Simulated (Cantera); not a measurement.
# Stirred combustor or abatement burner

A perfectly stirred reactor is fed with CO : H2 : CH4 : O2 : N2 = 1 : 0.06 : 0.11 : 1.88 : 7.05 (molar parts), equivalence ratio 0.40, at 1.00 bar; it is adiabatic with a 675 K inlet, and is followed from long to short residence time, starting on the burning branch (τ in s: 0.097, 0.036, 0.013, 0.005, 0.0018, 0.00069, 0.00026, 9.5e-05, 3.5e-05).

Model: GRI-Mech 3.0 (53 species, 325 reactions), integrated in Cantera.

```
τ (s)    T (K)     x CO      x H2    x CH4      x OH    x C2H2
-------  -----  -------  --------  -------  --------  --------
0.097     1760  0.00109   4.95e-5  1.95e-6  0.000959  1.59e-12
0.036     1749  0.00207   9.22e-5  3.48e-6   0.00128  1.86e-12
0.013     1728  0.00393  0.000171  6.36e-6   0.00168  2.08e-12
0.0050    1693  0.00703  0.000293  1.16e-5   0.00207  2.44e-12
0.0018    1631   0.0130  0.000491  2.41e-5   0.00237  3.49e-12
0.00069   1529   0.0240  0.000741  6.02e-5   0.00230  7.20e-12
0.00026    675   0.0990   0.00594   0.0109    <1e-12    <1e-12
9.5e-5     675   0.0990   0.00594   0.0109    <1e-12    <1e-12
3.5e-5     675   0.0990   0.00594   0.0109    <1e-12    <1e-12
```
x: mole fraction; the columns are a selection and need not sum to one.
